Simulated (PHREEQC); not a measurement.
Model water analysis in mg/L, 20 °C, pH 3.56, pe 12.4: Na 134; K 4.86; Ca 803; Mg 297; Cl 242; S(6) as SO4 3120; O(0) (dissolved oxygen) 3.38.

Na is adjusted to close the charge balance.
Valence states are taken as typed.

Equilibrium calculation in PHREEQC: ion-association model, phreeqc.dat.

Question: The ionic strength comes out as 0.0882 mol/kgw. What activity coefficients do KSO4-, SO4-2, CaHSO4+, Cl-, Ca+2 get?

Answer: KSO4- 0.80, SO4-2 0.39, CaHSO4+ 0.79, Cl- 0.78, Ca+2 0.41.

This is a speciation only: nothing precipitates in the calculation. Examples of supersaturated solids here: Gypsum. Others may be too.
